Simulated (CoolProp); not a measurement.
Hydrogen sulfide at several states: fugacity coefficient from the reference equation and from simpler models built on Tc = 373.1 K, pc = 8.999 MPa, ω = 0.101; each cubic takes its own stable root.

Computed with CoolProp (reference Helmholtz-energy equation of state, Lemmon 2006). It is a short technical equation, of lower accuracy than the large ones.

```json
[
 {"T (K)": "739", "p (MPa)": "0.592", "phase": "gas", "reference": "0.9986", "Redlich-Kwong": "0.9978", "Soave-Redlich-Kwong": "0.9990", "Peng-Robinson": "0.9979"},
 {"T (K)": "472.7", "p (MPa)": "6.05", "phase": "gas", "reference": "(withheld)", "Redlich-Kwong": "(withheld)", "Soave-Redlich-Kwong": "(withheld)", "Peng-Robinson": "(withheld)"},
 {"T (K)": "278.3", "p (MPa)": "46.4", "phase": "liquid", "reference": "(withheld)", "Redlich-Kwong": "(withheld)", "Soave-Redlich-Kwong": "(withheld)", "Peng-Robinson": "(withheld)"},
 {"T (K)": "362.1", "p (MPa)": "0.0779", "phase": "gas", "reference": "0.9968", "Redlich-Kwong": "0.9968", "Soave-Redlich-Kwong": "0.9968", "Peng-Robinson": "0.9964"}
]
```

### Question
Complete the blanks.

### Answer

- 472.7, reference: 0.9008
- 472.7, Redlich-Kwong: 0.8916
- 472.7, Soave-Redlich-Kwong: 0.8990
- 472.7, Peng-Robinson: 0.8819
- 278.3, reference: 0.04977
- 278.3, Redlich-Kwong: 0.05633
- 278.3, Soave-Redlich-Kwong: 0.05166
- 278.3, Peng-Robinson: 0.04669
